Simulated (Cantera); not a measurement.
A closed system holds: 1 mol AlN, 300 mol H₂, at 0.195 Torr.

Method: chemical equilibrium by Gibbs-energy minimisation in Cantera with the NASA 1993 tables (ideal gas, pure condensed phases). Candidate condensed phases: Al, AlN; 13 gas species. The numbers say what is thermodynamically allowed, not how fast it happens.

What share of the Al ends up in condensed phases as a function of T (K), at 1125, 1175, 1225, 1275, 1325, 1375, 1425, 1475, 1525?


```json
[
 {"T (K)": "1125", "Al condensed (%)": "100.0", "as": "AlN(s)"},
 {"T (K)": "1175", "Al condensed (%)": "100.0", "as": "AlN(s)"},
 {"T (K)": "1225", "Al condensed (%)": "100.0", "as": "AlN(s)"},
 {"T (K)": "1275", "Al condensed (%)": "99.9", "as": "AlN(s)"},
 {"T (K)": "1325", "Al condensed (%)": "99.7", "as": "AlN(s)"},
 {"T (K)": "1375", "Al condensed (%)": "99.0", "as": "AlN(s)"},
 {"T (K)": "1425", "Al condensed (%)": "96.1", "as": "AlN(s)"},
 {"T (K)": "1475", "Al condensed (%)": "87.0", "as": "AlN(s)"},
 {"T (K)": "1525", "Al condensed (%)": "59.7", "as": "AlN(s)"}
]
```
